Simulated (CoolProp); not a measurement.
Vapour-liquid equilibrium of ethanol (1) + n-hexane (2) at 439.1 K; x and y are mole fractions of (1).

Computed with CoolProp (multi-fluid Helmholtz-energy mixture model, Schroeder 2014 and Thol 2019; pair parameters Bell 2016).

Give the bubble pressure and the first vapour's composition at x = 0.5, 0.65, 0.95. Is there an azeotrope?

x = 0.5: 16.91 bar, y = 0.542; x = 0.65: 16.96 bar, y = 0.626; x = 0.95: 15.07 bar, y = 0.921. y crosses x between x = 0.5 and 0.65: the model has an azeotrope there.

Pair parameters are fitted to limited data, so mixtures are less certain than the pure fluids.
